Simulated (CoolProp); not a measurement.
The numbers come from the reference Helmholtz-energy equation of state, Lemmon 2006 in CoolProp. It is a short technical equation, of lower accuracy than the large ones.

Question: Give the vapour pressure (MPa), liquid density (kg/m³), enthalpy of vaporisation (kJ/kg), liquid cp (kJ/(kg K)) of saturated hydrogen sulfide at 275.3 K.

Answer: 
```csv
T (K),p (MPa),liquid density (kg/m³),enthalpy of vaporisation (kJ/kg),liquid cp (kJ/(kg K))
275.3,1.10,828,459,2.10
```
